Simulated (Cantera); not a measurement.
Carbon deposition, reforming and gasification: C₃H₆ + CO₂

Charge: 1 mol C₃H₆, 3.2 mol CO₂, held at 13.3 mbar.

Method: chemical equilibrium by Gibbs-energy minimisation in Cantera with the NASA 1993 tables (ideal gas, pure condensed phases). Candidate condensed phases: C, C₆H₆, C₇H₈, C₈H₁₈, H₂O; 131 gas species. Ions and electrons are included (thermal ionisation). The numbers say what is thermodynamically allowed, not how fast it happens.

```
T (K)   x CO    x H      x H₂     x O       x C
-----  -----  -----  --------  ------  --------
3000   0.539  0.370    0.0732  0.0101   9.05e-9
3500   0.504  0.471   0.00848  0.0156   2.94e-6
4000   0.500  0.482   0.00122  0.0164  0.000314
4500   0.488  0.479  0.000256  0.0242   0.00824
5000   0.424  0.459   6.80e-5  0.0660    0.0506
```
x: gas mole fraction; nothing condenses.

From 3000 K to 5000 K nothing is condensed. The main C-bearing gas is CO throughout.
